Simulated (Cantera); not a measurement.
What does this Cantera script print?

```python
import numpy as np
import cantera as ct

gas_names = """
    H HNO HNO2 HNO3 HO2 H2 H2O H2O2 N NH NH2 NH3 NH2OH NO NO2 NO3 N2 N2H2 N2H4 N2O O OH O2 O3 Si SiH
    SiH2 SiH3 SiH4 SiN SiO SiO2 Si2 Si2N Si3
""".split()
cond_names = """
    H2O(s) H2O(L) Si(cr) Si(L) SiO2(Lqz) SiO2(hqz) SiO2(L) Si2N2O(s) Si3N4(a)
""".split()


def load(file, names, dense=False):
    # The tables refer to 1 bar. Condensed volumes are neglected.
    table = {s.name: s for s in ct.Species.list_from_file(file)}
    out = []
    for n in names:
        d = dict(table[n].input_data)
        d["thermo"] = dict(d["thermo"], **{"reference-pressure": 1e5})
        if dense:
            d["equation-of-state"] = {"model": "constant-volume", "density": "1e6 g/cm^3"}
        out.append(ct.Species.from_dict(d))
    return out


gas = ct.Solution(thermo="ideal-gas", species=load("nasa_gas.yaml", gas_names))
cond = {s.name: ct.Solution(thermo="fixed-stoichiometry", species=[s], name=s.name)
        for s in load("nasa_condensed.yaml", cond_names, dense=True)}
atoms = {
    'Si3N4': {'Si': 3, 'N': 4},
    'H2O': {'H': 2, 'O': 1},
    'N2': {'N': 2},
}
top_T = {'Si2N2O(s)': 2100, 'Si3N4(a)': 2400}  # K; cautious upper limits of use, not melting points


def equilibrate(T, P, feed):
    n = {}
    for name, mol in feed.items():
        for a, k in atoms[name].items():
            n[a] = n.get(a, 0.0) + k * mol
    gas.TPX = T, P, n
    mass = sum(n.values()) * gas.mean_molecular_weight
    gas.equilibrate("TP")
    valid = [c for c in cond.values() if c.min_temp <= T <= top_T.get(c.name, c.max_temp)]
    mix = ct.Mixture([(gas, mass / gas.mean_molecular_weight)] + [(c, 0.0) for c in valid])
    mix.T, mix.P = T, P
    mix.equilibrate("TP", solver="vcs", rtol=1e-11, max_steps=5000)
    return mix


results = []
feed = {'Si3N4': 1, 'H2O': 9.1, 'N2': 2.9}  # mol
T = 1550  # K
P = 1333.22  # Pa
mix = equilibrate(T, P, feed)
results.append((T, P, feed, dict(zip(mix.species_names, mix.species_moles))))
x = sorted(zip(gas.X, gas.species_names), reverse=True)
print(f"T = {T:g} K  P = {P:g} Pa  gas = {mix.phase_moles(0):.4g} mol")
print("   x: " + "  ".join(f"{s} {v:.3e}" for v, s in x if v > 1e-06))
print("   condensed (mol): " + ("  ".join(f"{mix.phase(i).name} {mix.phase_moles(i):.4g}"
      for i in range(1, mix.n_phases) if mix.phase_moles(i) > 1e-12) or "none"))
```

Result:

```
T = 1550 K  P = 1333.22 Pa  gas = 14 mol
   x: H2 4.284e-01  N2 3.500e-01  H2O 2.214e-01  H 1.785e-04  OH 3.102e-06  SiO 1.007e-06
   condensed (mol): SiO2(hqz) 3
```

These are equilibrium values from Cantera (NASA tables, ideal gas, pure condensed phases), not measurements of a reactor. The tables hold silica as quartz up to 1696 K and as liquid above; real silica turns to tridymite and cristobalite and melts near 1996 K.
